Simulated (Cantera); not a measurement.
**Moist CO burnout**

A perfectly stirred reactor is fed with 1.13 % CO, 0.498 % O2, 4.33 % H2O, 94.0 % N2, equivalence ratio 1.1, at 5.60 bar; it is held at 1250 K, and followed from long to short residence time.

Model: GRI-Mech 3.0 (53 species, 325 reactions), integrated in Cantera.

```csv
τ (s),x CO,x O2,x H2O,x H2O2,x NO,x NO2
1.4,0.000506,2.65e-5,0.0426,2.71e-9,6.09e-8,1.76e-11
0.53,0.000588,4.63e-5,0.0426,6.50e-9,6.92e-8,2.39e-11
0.21,0.000717,8.16e-5,0.0427,1.47e-8,7.89e-8,3.43e-11
0.080,0.000945,0.000155,0.0428,3.33e-8,8.90e-8,5.42e-11
0.031,0.00135,0.000311,0.0428,6.84e-8,9.38e-8,8.90e-11
0.012,0.00210,0.000645,0.0429,1.25e-7,8.73e-8,1.40e-10
0.0047,0.00343,0.00128,0.0429,1.99e-7,6.85e-8,1.84e-10
0.0018,0.00557,0.00232,0.0429,2.86e-7,4.18e-8,1.83e-10
0.00071,0.00805,0.00352,0.0429,3.57e-7,1.76e-8,1.18e-10
0.00027,0.0102,0.00451,0.0430,3.52e-7,3.37e-9,3.74e-11
0.00011,0.0111,0.00491,0.0432,2.07e-7,1.36e-10,3.10e-12
```
x: mole fraction; the columns are a selection and need not sum to one.
